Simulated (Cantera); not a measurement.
Input (Python, Cantera) and output of one run.

```python
import numpy as np
import cantera as ct

gas_names = [...]  # 136 gases of nasa_gas.yaml made of C, H, N, O
cond_names = """
    C(gr) C6H6(L) C7H8(L) C8H18(L),n-octa H2O(s) H2O(L)
""".split()


# ... load() reads the species with a 1 bar reference pressure and builds the phases ...
atoms = {
    'C3H6': {'C': 3, 'H': 6},
    'O2': {'O': 2},
    'N2': {'N': 2},
}
top_T = {'C(gr)': 4500}  # K; cautious upper limits of use, not melting points


# ... equilibrate(T, P, feed) seeds the gas with the atoms and calls Mixture.equilibrate('TP', solver="vcs", rtol=1e-11, max_steps=5000) ...
results = []
feed = {'C3H6': 1, 'O2': 0.014, 'N2': 3.8}  # mol
T = 1073  # K
for P in [10, 72, 520, 3700, 27000, 190000, 1400000, 10000000]:
    mix = equilibrate(T, P, feed)
    results.append((T, P, feed, dict(zip(mix.species_names, mix.species_moles))))

top = {s: max(r[3][s] / sum(r[3][g] for g in gas_names) for r in results) for s in gas_names}
cols = sorted((s for s in top if top[s] > 0.001), key=lambda s: -top[s])[:9]
seen = [c for c in cond_names if any(r[3].get(c, 0) > 1e-12 for r in results)]
print("log10 of partial pressures in bar; condensed amounts in mol")
print(f"{'P/Pa':>10s}" + "".join(f"{s[:9]:>10s}" for s in cols + seen))
for T, P, feed, n in results:
    ng = sum(n[g] for g in gas_names)
    print(f"{P:10.4g}" + "".join(f"{np.log10(max(n[s] / ng * P / 1e5, 1e-99)):10.3f}" for s in cols)
          + "".join(f"{n.get(c, 0):10.4g}" for c in seen))
```

Result:

```
log10 of partial pressures in bar; condensed amounts in mol
      P/Pa        N2        H2       CH4        CO       H2O       NH3     C(gr)
        10    -4.255    -4.357   -10.052    -6.387   -11.630   -12.095     2.972
        72    -3.397    -3.500    -8.337    -5.530    -9.916   -10.380     2.972
       520    -2.538    -2.641    -6.620    -4.671    -8.199    -8.663     2.972
      3700    -1.686    -1.789    -4.917    -3.820    -6.495    -6.959      2.97
   2.7e+04    -0.822    -0.930    -3.197    -2.961    -4.777    -5.237     2.956
   1.9e+05     0.031    -0.103    -1.543    -2.145    -3.134    -3.570     2.873
   1.4e+06     0.922     0.663    -0.011    -1.418    -1.640    -1.976     2.539
     1e+07     1.811     1.270     1.202    -0.860    -0.476    -0.621     2.057
```

Cantera equilibrium calculation (NASA polynomials, part measured and part estimated; ideal gas, pure solids and liquids). The ideal-gas law is rough above about 30 bar.
